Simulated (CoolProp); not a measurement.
R114 along the isobar 177 bar: Z from the reference equation and from simpler models built on Tc = 420.6 K, pc = 33.52 bar, ω = 0.252; each cubic takes its own stable root.

The numbers come from the reference Helmholtz-energy equation of state, Platzer 1990 in CoolProp. This equation is an older, rougher fit; its heat capacities, sound speeds and derivatives of the liquid may be far off and weren't checked against measurements.

```json
[
 {"T (K)": "289.1", "phase": "liquid", "reference": "0.8169"},
 {"T (K)": "304.8", "phase": "liquid", "reference": "0.7944"},
 {"T (K)": "320.4", "phase": "liquid", "reference": "0.7756"},
 {"T (K)": "336.1", "phase": "liquid", "reference": "0.7598"},
 {"T (K)": "351.8", "phase": "liquid", "reference": "0.7470"},
 {"T (K)": "367.5", "phase": "liquid", "reference": "0.7370"},
 {"T (K)": "383.1", "phase": "liquid", "reference": "0.7298"},
 {"T (K)": "398.8", "phase": "liquid", "reference": "0.7252"},
 {"T (K)": "414.5", "phase": "liquid", "reference": "0.7232"},
 {"T (K)": "430.1", "phase": "supercritical", "reference": "0.7238"},
 {"T (K)": "445.8", "phase": "supercritical", "reference": "0.7272"}
]
```

How far does each simpler model (Redlich-Kwong, Peng-Robinson) lie from the reference over these 11 states: mean and median of the absolute difference, and the worst?


- Redlich-Kwong: mean 2.8 %, median 3.0 %, worst +3.7 % at 289.1 K and 177 bar
- Peng-Robinson: mean 9.1 %, median 9.5 %, worst -9.8 % at 336.1 K and 177 bar
